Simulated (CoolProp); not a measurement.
The fluid at 293.15 K and 0.503 MPa flows at 4.4 m/s in a round tube of 10 mm bore and 45 µm roughness, fully developed (64/Re and Nu = 3.66 if laminar; Colebrook and Gnielinski if turbulent). The same conditions are run with several fluids, on thermodynamics alone (safety and materials aside).

Computed with CoolProp (reference Helmholtz-energy equation of state of each fluid (CH2F2 (R32): Tillner-Roth 1997; CF4 (R14): Platzer 1990; R407C: Lemmon 2003; carbon dioxide: Span 1996; nitrogen: Span 2000)). The equations of Platzer and Polt are older, rougher fits. Blends and air are pseudo-pure fits.

### Question
Rank CH2F2 (R32), CF4 (R14), R407C, carbon dioxide, nitrogen by Reynolds number, highest first.

### Answer
R407C (71200), CF4 (R14) (47400), CH2F2 (R32) (38500), carbon dioxide (27900), nitrogen (14400)

```json
[
 {"fluid": "CH2F2 (R32)", "Darcy friction factor": "0.0319", "pressure drop (Pa/m)": "355", "heat-transfer coefficient (W/(m² K))": "197", "mass flow (kg/h)": "14.3"},
 {"fluid": "CF4 (R14)", "Darcy friction factor": "0.0314", "pressure drop (Pa/m)": "564", "heat-transfer coefficient (W/(m² K))": "252", "mass flow (kg/h)": "23.0"},
 {"fluid": "R407C", "Darcy friction factor": "0.0308", "pressure drop (Pa/m)": "583", "heat-transfer coefficient (W/(m² K))": "332", "mass flow (kg/h)": "24.3"},
 {"fluid": "carbon dioxide", "Darcy friction factor": "0.0327", "pressure drop (Pa/m)": "295", "heat-transfer coefficient (W/(m² K))": "162", "mass flow (kg/h)": "11.6"},
 {"fluid": "nitrogen", "Darcy friction factor": "0.0351", "pressure drop (Pa/m)": "197", "heat-transfer coefficient (W/(m² K))": "130", "mass flow (kg/h)": "7.20"}
]
```

Transport values come from each fluid's own correlations; those of CH2F2 (R32), CF4 (R14) are estimates that may be off by 10 % or more.
